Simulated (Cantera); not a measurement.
Input: 1 mol Si, 3.6 mol NF3, 24 mol N2, held at 13.3 mbar.

These are equilibrium values from Cantera (NASA tables, ideal gas, pure condensed phases), not measurements of a reactor. Candidate condensed phases: Si, Si3N4; 16 gas species. Kinetics and transport are ignored.

x: gas mole fraction; nothing condenses.

```
T (K)   x N2     x F     x F2  x SiF4     x NF3    x NF2
-----  -----  ------  -------  ------  --------  -------
848    0.837  0.0424   0.0861  0.0325   0.00206  1.77e-7
898    0.823     ___      ___  0.0319       ___  1.89e-7
948    0.807   0.111   0.0506  0.0313  0.000130  1.71e-7
998    0.792   0.147   0.0310  0.0307   2.72e-5  1.29e-7
1048   0.781   0.173   0.0166  0.0303   5.06e-6  8.38e-8
1098   0.774   0.188      ___  0.0300       ___      ___
1148   0.771   0.195  0.00407  0.0299   1.69e-7  2.89e-8
```

Q: What belongs in the gaps?

A: 
- 1098, x F2: 0.00828
- 1098, x NF3: 9.05e-7
- 1098, x NF2: 4.98e-8
- 898, x F: 0.0736
- 898, x F2: 0.0709
- 898, x NF3: 0.000546
